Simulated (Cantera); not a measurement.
A Cantera script and what it prints.

```python
import numpy as np
import cantera as ct

gas_names = [...]  # 113 gases of nasa_gas.yaml made of C, H, O, Pb
cond_names = """
    C(gr) C6H6(L) C7H8(L) C8H18(L),n-octa H2O(s) H2O(L) Pb(cr) Pb(L) PbO(rd) PbO(yw) PbO(L) PbO2(s)
    Pb3O4(s)
""".split()


# ... load() reads the species with a 1 bar reference pressure and builds the phases ...
atoms = {
    'Pb': {'Pb': 1},
    'CO': {'C': 1, 'O': 1},
    'H2': {'H': 2},
}
top_T = {'C(gr)': 4500, 'Pb3O4(s)': 820}  # K; cautious upper limits of use, not melting points


# ... equilibrate(T, P, feed) seeds the gas with the atoms and calls Mixture.equilibrate('TP', solver="vcs", rtol=1e-11, max_steps=5000) ...
results = []
feed = {'Pb': 1, 'CO': 5.4, 'H2': 0.28}  # mol
P = 930  # Pa
for T in [1223, 1273, 1323, 1373, 1423, 1473, 1523, 1573, 1623, 1673]:
    mix = equilibrate(T, P, feed)
    results.append((T, P, feed, dict(zip(mix.species_names, mix.species_moles))))

top = {s: max(r[3][s] / sum(r[3][g] for g in gas_names) for r in results) for s in gas_names}
cols = sorted((s for s in top if top[s] > 0.001), key=lambda s: -top[s])[:9]
seen = [c for c in cond_names if any(r[3].get(c, 0) > 1e-12 for r in results)]
print("log10 of partial pressures in bar; condensed amounts in mol")
print(f"{'T/K':>10s}" + "".join(f"{s[:9]:>10s}" for s in cols + seen))
for T, P, feed, n in results:
    ng = sum(n[g] for g in gas_names)
    print(f"{T:10.4g}" + "".join(f"{np.log10(max(n[s] / ng * P / 1e5, 1e-99)):10.3f}" for s in cols)
          + "".join(f"{n.get(c, 0):10.4g}" for c in seen))
```

Result:

```
log10 of partial pressures in bar; condensed amounts in mol
       T/K        CO        Pb        H2     C(gr)     Pb(L)
      1223    -2.098    -3.042    -3.383 0.0006358    0.3858
      1273    -2.124    -2.856    -3.409 0.0003155         0
      1323    -2.124    -2.856    -3.409 0.0001746         0
      1373    -2.124    -2.856    -3.409 0.0001006         0
      1423    -2.124    -2.856    -3.409 5.945e-05         0
      1473    -2.124    -2.856    -3.409  3.48e-05         0
      1523    -2.124    -2.856    -3.409 1.826e-05         0
      1573    -2.124    -2.856    -3.410 5.024e-06         0
      1623    -2.124    -2.856    -3.410         0         0
      1673    -2.124    -2.856    -3.410         0         0
```

Cantera equilibrium calculation (NASA polynomials, part measured and part estimated; ideal gas, pure solids and liquids).
